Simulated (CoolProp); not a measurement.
Cyclopropane along the isotherm 4.85 °C: fugacity coefficient from the reference equation and from simpler models built on Tc = 125.5 °C, pc = 56.05 bar, ω = 0.131; each cubic takes its own stable root.

Model: reference Helmholtz-energy equation of state, Polt 1992, in CoolProp. This equation is an older, rougher fit; its heat capacities, sound speeds and derivatives of the liquid may be far off and weren't checked against measurements.

| p (bar) | phase | reference | van der Waals | Redlich-Kwong | Soave-Redlich-Kwong | Peng-Robinson |
|---|---|---|---|---|---|---|
| 5.25 | liquid | 0.7073 | 0.9356 | 0.8340 | 0.7139 | 0.7106 |
| 10.5 | liquid | 0.3589 | 0.8708 | 0.4238 | 0.3627 | 0.3603 |
| 15.8 | liquid | 0.2421 | 0.6156 | 0.2863 | 0.2449 | 0.2429 |
| 21 | liquid | 0.1848 | 0.4740 | 0.2188 | 0.1872 | 0.1853 |
| 26.3 | liquid | 0.1498 | 0.3875 | 0.1776 | 0.1519 | 0.1501 |
| 31.5 | liquid | 0.1269 | 0.3310 | 0.1506 | 0.1288 | 0.1270 |

At some of these states van der Waals gives the other phase, because its saturation line lies elsewhere.
